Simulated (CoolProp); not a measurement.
Properties of carbon monoxide along the isotherm -159.75 °C (Tc = -140.3 °C, pc = 3.498 MPa, ω = 0.050).

Model: reference Helmholtz-energy equation of state, Lemmon 2006, in CoolProp. It is a short technical equation, of lower accuracy than the large ones.

```
p (MPa)   phase  density (kg/m³)  cv (kJ/(kg K))
-------  ------  ---------------  --------------
0.673       gas            22.51          0.7991
1.35     liquid            625.4          0.9949
2.02     liquid       (withheld)      (withheld)
2.69     liquid            637.4          0.9919
3.36     liquid       (withheld)          0.9915
4.04     liquid            647.8          0.9915
4.71     liquid            652.4          0.9919
5.38     liquid       (withheld)          0.9925
6.05     liquid            660.9      (withheld)
6.73     liquid            664.9          0.9941
7.4      liquid            668.7          0.9951
8.07     liquid       (withheld)      (withheld)
8.75     liquid       (withheld)          0.9973
```

Question: Some entries are withheld; supply them.

Answer: 
- 2.02, density (kg/m³): 631.7
- 2.02, cv (kJ/(kg K)): 0.9930
- 3.36, density (kg/m³): 642.7
- 5.38, density (kg/m³): 656.8
- 6.05, cv (kJ/(kg K)): 0.9932
- 8.07, density (kg/m³): 672.3
- 8.07, cv (kJ/(kg K)): 0.9962
- 8.75, density (kg/m³): 675.8
